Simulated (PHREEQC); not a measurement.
Solution (72 °C): 0.19 mol/kgw FeCl3, 0.00064 mol/kgw NiSO4 and 0.17 mol/kgw AgNO3. Closed to the air; pH follows from the charge balance.

Model: ion-association model, wateq4f.dat, run in PHREEQC.

**Question.** The ionic strength comes out as 0.863 mol/kgw. What activity coefficients do AgCl2-, Fe2(OH)2+4, NiCl+, Fe3(OH)4+5, FeSO4+ get?

**Answer.** AgCl2- 0.75, Fe2(OH)2+4 0.010, NiCl+ 0.75, Fe3(OH)4+5 0.00076, FeSO4+ 0.63.

This is a speciation only: nothing precipitates in the calculation. The solution is supersaturated, for example in Cerargyrite, Hematite (slow to form), so a real one may precipitate; this is no full list. Ionic strength above about 0.7 mol/kgw puts this run outside the model's range. Constants without temperature data keep their 25 °C values here.
